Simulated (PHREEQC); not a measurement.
KOH is added in steps, without added water, to 1 kg of water holding 0.0013 mol/kgw LiOH, 0.0085 mol/kgw H3BO3 and 0.026 mol/kgw (CH3)4NCl, at 25 °C. Oxygen alone is held at its pressure in air (log pO2 = -0.68). The system is closed to CO2. The run lets Sylvite precipitate or redissolve, and no other solid.

Base run: PHREEQC, ion-association model, phreeqc.dat. Each further column changes one thing. The table gives pH.

```tsv
KOH added (mol)	base	(CH3)4NCl from 0.026 to 0.0052 mol/kgw	diluted 5-fold with water	LiOH from 0.0013 to 0.00195 mol/kgw	no solid may form
0	8.42	8.46	8.46	8.64	8.42
0.00095	8.72	8.75	9.55	8.88	8.72
0.0019	8.95	8.98	[?]	9.08	8.95
0.00285	9.14	9.17	11.11	9.27	9.14
0.0038	9.34	9.36	11.33	9.48	9.34
0.00475	9.55	9.57	11.47	9.72	9.55
0.0057	9.81	9.83	[?]	10.05	9.81
0.00665	10.19	10.21	[?]	10.55	10.19
0.0076	10.72	10.74	11.73	10.99	10.72
```

Q: Some entries are withheld; supply them.

A: 
- 0.0019, diluted 5-fold with water: 10.67
- 0.0057, diluted 5-fold with water: 11.58
- 0.00665, diluted 5-fold with water: 11.66

(CH3)4N+ isn't in the database: it is added as a free cation with an ion size of 4 Å.
